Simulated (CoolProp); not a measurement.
Vapour-liquid equilibrium of ethanol (1) + ethylbenzene (2) at 201.85 °C; x and y are mole fractions of (1).

Model: multi-fluid Helmholtz-energy mixture model, Schroeder 2014 and Zhou 2012; pair parameters Bell 2016, in CoolProp.

| x | bubble pressure, mixture model (bar) | bubble pressure, Raoult's law (bar) | y, mixture model | y, Raoult's law |
|---|---|---|---|---|
| 0.05 | 7.444 | 5.796 | 0.384 | 0.267 |
| 0.125 | 11.11 | 7.777 | [?] | 0.497 |
| 0.2 | [?] | 9.758 | 0.670 | 0.633 |
| 0.275 | [?] | 11.74 | 0.719 | 0.724 |
| 0.35 | 18.10 | 13.72 | 0.753 | 0.788 |
| 0.425 | [?] | 15.70 | [?] | 0.836 |
| 0.5 | 21.12 | 17.68 | 0.802 | 0.873 |
| 0.575 | 22.51 | 19.66 | 0.825 | 0.903 |
| 0.65 | 23.89 | 21.65 | 0.849 | 0.928 |
| 0.725 | 25.31 | 23.63 | [?] | 0.948 |
| 0.8 | 26.78 | 25.61 | 0.903 | 0.965 |
| 0.875 | [?] | 27.59 | [?] | 0.980 |
| 0.95 | 29.85 | 29.57 | 0.972 | 0.992 |

**Question.** Fill in the missing entries.

**Answer.** 
- 0.125, y, mixture model: 0.584
- 0.2, bubble pressure, mixture model (bar): 13.98
- 0.275, bubble pressure, mixture model (bar): 16.25
- 0.425, bubble pressure, mixture model (bar): 19.68
- 0.425, y, mixture model: 0.779
- 0.725, y, mixture model: 0.874
- 0.875, bubble pressure, mixture model (bar): 28.30
- 0.875, y, mixture model: 0.935

The largest gap from Raoult's law is +43.3 % in bubble pressure, at x = 0.2. No azeotrope shows between x = 0.05 and 0.95.

Pair parameters are fitted to limited data, so mixtures are less certain than the pure fluids.
